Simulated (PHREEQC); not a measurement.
Dissolve 0.0035 mol/kgw CuSO4, 0.00055 mol/kgw HNO3 and 0.0005 mol/kgw NaCl at 25 °C. Closed to the air; pH follows from the charge balance.

Equilibrium calculation in PHREEQC: ion-association model, wateq4f.dat.

No solid was allowed to form.

Q: Order these S species by the share of S that they hold, largest first: NaSO4-, SO4-2, CuSO4, HSO4-.

A: SO4-2 (79 %), CuSO4 (19 %), HSO4- (2.3 %), NaSO4- (0.13 %)

The pH is 3.37 and the ionic strength 0.0122 mol/kgw.
